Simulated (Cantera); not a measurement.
# Adiabatic ignition

An adiabatic, constant-volume homogeneous reactor starts with 2.22 % C3H8, 20.6 % O2, 77.2 % N2, equivalence ratio 0.54, at 1075 K and 5.00 bar.

Model: GRI-Mech 3.0 (53 species, 325 reactions), integrated in Cantera. GRI-Mech 3.0 was tuned for natural gas; its chemistry of propane as a main component is partial and can be far from experiment.

```tsv
t (s)	T (K)	P (bar)	x C3H8	x O2	x N2O	x CO	x C2H
3.00e-6	1075	5.00	0.0222	0.206	<1e-12	<1e-12	<1e-12
8.23e-6	1075	5.00	0.0222	0.206	<1e-12	<1e-12	<1e-12
2.26e-5	1075	5.00	0.0222	0.206	<1e-12	<1e-12	<1e-12
6.20e-5	1075	5.00	0.0222	0.206	<1e-12	3.44e-12	<1e-12
0.000170	1075	5.00	0.0222	0.206	<1e-12	9.98e-11	<1e-12
0.000468	1075	5.00	0.0222	0.205	1.12e-12	4.13e-9	<1e-12
0.00128	1075	5.00	0.0222	0.205	4.66e-12	1.25e-7	<1e-12
0.00352	1075	5.00	0.0221	0.205	1.57e-11	1.65e-6	<1e-12
0.00967	1076	5.01	0.0217	0.205	6.04e-11	1.90e-5	<1e-12
0.0265	1108	5.19	0.0157	0.199	9.86e-10	0.00178	<1e-12
0.0729	2466	11.8	<1e-12	0.0849	2.49e-6	0.00195	<1e-12
0.200	2466	11.8	<1e-12	0.0849	2.49e-6	0.00195	<1e-12
```
x: mole fraction; the columns are a selection and need not sum to one.

```
Item                                                                 Value
---------------------------------  ---------------------------------------
time of steepest temperature rise                                  27.1 ms
temperature at 0.200 s                                              2466 K
equilibrium temperature                                             2466 K
x(C3H8) at 0.200 s                   <1e-12 (gas-phase equilibrium <1e-12)
x(O2) at 0.200 s                     0.0849 (gas-phase equilibrium 0.0849)
x(N2O) at 0.200 s                  2.49e-6 (gas-phase equilibrium 2.49e-6)
```
